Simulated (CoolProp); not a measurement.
CH2F2 (R32) at several states: fugacity coefficient from the reference equation and from simpler models built on Tc = 351.3 K, pc = 57.83 bar, ω = 0.277; each cubic takes its own stable root.

Model: reference Helmholtz-energy equation of state, Tillner-Roth 1997, in CoolProp.

```
T (K)  p (bar)          phase  reference
-----  -------  -------------  ---------
206.3      315         liquid   0.002863
405.9      105  supercritical     0.6378
240.9     1.02            gas     0.9719
240.1    0.249            gas     0.9930
```

**Question.** How far does each simpler model (van der Waals, Redlich-Kwong, Peng-Robinson) lie from the reference over these 4 states: mean and median of the absolute difference, and the worst?

**Answer.** 
- van der Waals: mean 438.9 %, median 1.1 %, worst +1753.0 % at 206.3 K and 315 bar
- Redlich-Kwong: mean 43.7 %, median 0.7 %, worst +172.9 % at 206.3 K and 315 bar
- Peng-Robinson: mean 3.1 %, median 0.9 %, worst +10.4 % at 206.3 K and 315 bar
